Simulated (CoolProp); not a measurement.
The fluid at 298.15 K and 0.147 MPa is throttled through a valve to 0.0725 MPa with no heat exchange. The same conditions are run with several fluids, on thermodynamics alone (safety and materials aside).

Values from CoolProp's reference Helmholtz-energy equation of state of each fluid (normal hydrogen: Leachman 2009; R1132(E): Akasaka 2024; R507A: Lemmon 2003; CH2F2 (R32): Tillner-Roth 1997; chlorine: Thol 2021). Blends and air are pseudo-pure fits.

Question: Rank normal hydrogen, R1132(E), R507A, CH2F2 (R32), chlorine by temperature change (K), highest first.

Answer: normal hydrogen (+0.0), R1132(E) (-1.2), R507A (-1.3), CH2F2 (R32) (-1.9), chlorine (-2.2)

| fluid | final density (kg/m³) |
|---|---|
| normal hydrogen | 0.0589 |
| R1132(E) | 1.90 |
| R507A | 2.94 |
| CH2F2 (R32) | 1.55 |
| chlorine | 2.11 |
